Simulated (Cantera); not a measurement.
Charge: 1 mol B₂O₃, 88 mol H₂, 0.46 mol N₂, 0.14 mol H₂O, held at 16000 Pa.

These are equilibrium values from Cantera (NASA tables, ideal gas, pure condensed phases), not measurements of a reactor. Candidate condensed phases: B, BN, B₂O₃, B₃O₃H₃, H₂O; 39 gas species. Gases not in the tables: H₃BO₃. Rates play no part.

### Question
Which condensed phases are stable at each of these points (T (K)): 973, 1173, 1373, 1573, 1773, 1973, 2173, 2373?

### Answer
```json
[
 {"T (K)": "973", "condensed phases": "B₂O₃(l)", "B condensed (%)": "100.0"},
 {"T (K)": "1173", "condensed phases": "B₂O₃(l)", "B condensed (%)": "99.7"},
 {"T (K)": "1373", "condensed phases": "B₂O₃(l)", "B condensed (%)": "96.6"},
 {"T (K)": "1573", "condensed phases": "B₂O₃(l)", "B condensed (%)": "65.4"},
 {"T (K)": "1773", "condensed phases": "gas only", "B condensed (%)": "0.0"},
 {"T (K)": "1973", "condensed phases": "gas only", "B condensed (%)": "0.0"},
 {"T (K)": "2173", "condensed phases": "gas only", "B condensed (%)": "0.0"},
 {"T (K)": "2373", "condensed phases": "gas only", "B condensed (%)": "0.0"}
]
```

From 973 K to 1573 K the condensed part is B₂O₃(l). From 1773 K to 2373 K nothing is condensed.
